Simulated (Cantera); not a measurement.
Feed: 1 mol SiH₂Cl₂, 0.39 mol C₃H₈, 34 mol H₂, equilibrated at 0.00110 bar.

These are equilibrium values from Cantera (NASA tables, ideal gas, pure condensed phases), not measurements of a reactor. Candidate condensed phases: C, C₆H₆, C₇H₈, C₈H₁₈, Si, SiC; 109 gas species. The tables' values for SiCl are old estimates; treat these amounts as uncertain. Gases not in the tables: Si₂H₆ and higher silanes. Kinetics and transport are ignored. All values below are at 2200 K.

Base state: H₂ 0.778, H 0.150, HCl 0.0412, Si 0.0198, Cl 0.00578, C₂H₂ (acetylene) 0.00199, SiC₂ 0.00190, Si₂C 0.000641 (mole fractions); condensed: C(graphite).

Q: What changes in the equilibrium state with this change: C₃H₈ from 0.39 to 0.057 mol?

A: 
```csv
species,before,after
H₂,0.778,0.777
H,0.150,0.150
HCl,0.0412,0.0426
Si,0.0198,0.0217
C₂H₂ (acetylene),0.00199,0.000903
C₂H,1.33e-5,6.03e-6
SiC₂,0.00190,0.000948
"C(graphite), mol",0.816,0
```
